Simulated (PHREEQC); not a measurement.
Make-up at 20 °C: 1.3 mmol/kgw Cu(NO3)2, 0.79 mmol/kgw H2SO4 and 0.83 mmol/kgw KCl. It is in equilibrium with CO2 at log p = -3.4 (atm). Otherwise closed; pH follows from the charge balance.

The numbers come from PHREEQC with the ion-association model, wateq4f.dat.

This is a speciation only: nothing precipitates in the calculation.

### Question
Order these Cu species by the share of Cu that they hold, largest first: Cu+2, CuCl+, CuSO4.

### Answer
Cu+2 (94 %), CuSO4 (6.1 %), CuCl+ (0.12 %)

### Question
Order these S species by the share of S that they hold, largest first: CuSO4, KSO4-, HSO4-, SO4-2.

### Answer
SO4-2 (82 %), CuSO4 (10 %), HSO4- (7.8 %), KSO4- (0.31 %)

The pH is 2.85 and the ionic strength 0.00665 mol/kgw.
